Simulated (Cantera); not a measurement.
What does this Cantera script print?

```python
import numpy as np
import cantera as ct

gas_names = """
    F FO FO2 F2 F2O H HF HNO HNO2 HNO3 HOF HO2 H2 H2F2 H2O H2O2 H3F3 H4F4 H5F5 H6F6 H7F7 N NF NF2 NF3 NH
    NH2 NH3 NH2OH NO NO2 NO3 N2 N2H2 N2H4 N2O O OH O2 O3
""".split()
cond_names = """
    H2O(s) H2O(L)
""".split()


def load(file, names, dense=False):
    # The tables refer to 1 bar. Condensed volumes are neglected.
    table = {s.name: s for s in ct.Species.list_from_file(file)}
    out = []
    for n in names:
        d = dict(table[n].input_data)
        d["thermo"] = dict(d["thermo"], **{"reference-pressure": 1e5})
        if dense:
            d["equation-of-state"] = {"model": "constant-volume", "density": "1e6 g/cm^3"}
        out.append(ct.Species.from_dict(d))
    return out


gas = ct.Solution(thermo="ideal-gas", species=load("nasa_gas.yaml", gas_names))
cond = {s.name: ct.Solution(thermo="fixed-stoichiometry", species=[s], name=s.name)
        for s in load("nasa_condensed.yaml", cond_names, dense=True)}
atoms = {
    'HF': {'H': 1, 'F': 1},
    'H2O': {'H': 2, 'O': 1},
    'N2': {'N': 2},
    'O2': {'O': 2},
}
top_T = {}  # K; cautious upper limits of use, not melting points


def equilibrate(T, P, feed):
    n = {}
    for name, mol in feed.items():
        for a, k in atoms[name].items():
            n[a] = n.get(a, 0.0) + k * mol
    gas.TPX = T, P, n
    mass = sum(n.values()) * gas.mean_molecular_weight
    gas.equilibrate("TP")
    valid = [c for c in cond.values() if c.min_temp <= T <= top_T.get(c.name, c.max_temp)]
    mix = ct.Mixture([(gas, mass / gas.mean_molecular_weight)] + [(c, 0.0) for c in valid])
    mix.T, mix.P = T, P
    mix.equilibrate("TP", solver="vcs", rtol=1e-11, max_steps=5000)
    return mix


results = []
feed = {'HF': 1, 'H2O': 7.4, 'N2': 28, 'O2': 0.23}  # mol
T = 2798.15  # K
P = 1600000  # Pa
mix = equilibrate(T, P, feed)
results.append((T, P, feed, dict(zip(mix.species_names, mix.species_moles))))
print(gas.report(threshold=0.001))
for i in range(1, mix.n_phases):
    print(f"{mix.phase(i).name:16s} {mix.phase_moles(i):12.5e} mol")
```

Result:

```
       temperature   2798.2 K
          pressure   1.6e+06 Pa
           density   1.7555 kg/m^3
  mean mol. weight   25.527 kg/kmol
   phase of matter   gas

                          1 kg             1 kmol
                     ---------------   ---------------
          enthalpy         1.606e+06        4.0995e+07  J
   internal energy        6.9456e+05         1.773e+07  J
           entropy            9789.5        2.4989e+05  J/K
    Gibbs function       -2.5787e+07       -6.5824e+08  J
 heat capacity c_p            1581.2             40362  J/K
 heat capacity c_v            1255.5             32047  J/K

                      mass frac. Y      mole frac. X     chem. pot. / RT
                     ---------------   ---------------   ---------------
                 H        8.8088e-05         0.0022307           -11.124
                HF          0.021153          0.026989            -38.33
                H2        0.00095156          0.012049           -22.248
               H2O           0.12844           0.18199           -38.374
                NO         0.0075143         0.0063926           -28.943
                N2           0.82647           0.75309           -25.635
                 O        0.00068986         0.0011007           -16.125
                OH         0.0063003         0.0094564           -27.249
                O2         0.0083604         0.0066695            -32.25
     [  +31 minor]        3.5026e-05        3.4859e-05
```

Method: chemical equilibrium by Gibbs-energy minimisation in Cantera with the NASA 1993 tables (ideal gas, pure condensed phases).
